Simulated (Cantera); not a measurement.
An isothermal, constant-pressure homogeneous reactor starts with NH3 : H2 = 1 : 8.1 (molar parts), at 1500 K and 2670 Pa. Integrator tolerance rtol = 1e-08.

Model: the gas-phase N/H chemistry of the illustrative SiF4/NH3 mechanism in the Surface Chemkin manual (1991), integrated in Cantera. Walls and surfaces, which speed up NH3 decomposition in real reactors, are not modelled.

Q: What does this change do: temperature 1500 to 1625 K?

A: 
| quantity | before | after |
|---|---|---|
| x(NH3) at 100 s | 0.102 (gas-phase equilibrium 3.35e-7) | 0.0555 (gas-phase equilibrium 2.37e-7) |
| x(H2) at 100 s | 0.894 (gas-phase equilibrium 0.950) | 0.920 (gas-phase equilibrium 0.950) |
| x(NH) at 100 s | 8.34e-8 (gas-phase equilibrium <1e-12) | 3.38e-7 (gas-phase equilibrium 8.01e-12) |
| x(NH2) at 100 s | 1.40e-5 (gas-phase equilibrium 8.24e-11) | 2.55e-5 (gas-phase equilibrium 2.56e-10) |
| x(N2) at 100 s | 0.00361 (gas-phase equilibrium 0.0495) | 0.0245 (gas-phase equilibrium 0.0495) |

Q: What does this change do: temperature 1500 to 1223 K?

A: 
```csv
quantity,before,after
x(NH3) at 100 s,0.102 (gas-phase equilibrium 3.35e-7),0.110 (gas-phase equilibrium 9.27e-7)
x(H2) at 100 s,0.894 (gas-phase equilibrium 0.950),0.890 (gas-phase equilibrium 0.950)
x(NH) at 100 s,8.34e-8 (gas-phase equilibrium <1e-12),1.42e-10 (gas-phase equilibrium <1e-12)
x(NH2) at 100 s,1.40e-5 (gas-phase equilibrium 8.24e-11),3.22e-7 (gas-phase equilibrium 2.89e-12)
x(N2) at 100 s,0.00361 (gas-phase equilibrium 0.0495),9.57e-7 (gas-phase equilibrium 0.0495)
```
